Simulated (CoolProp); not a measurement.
Values from CoolProp's reference Helmholtz-energy equation of state, Lemmon 2006. It is a short technical equation, of lower accuracy than the large ones.

Question: For nitrous oxide, give the phase and the cp (kJ/(kg K)), cv (kJ/(kg K)) at 306 K and 36200 kPa; 482.4 K and 55.9 kPa.

Answer: 
- 306 K and 36200 kPa: liquid; cp 1.75, cv 0.911
- 482.4 K and 55.9 kPa: gas; cp 1.03, cv 0.842
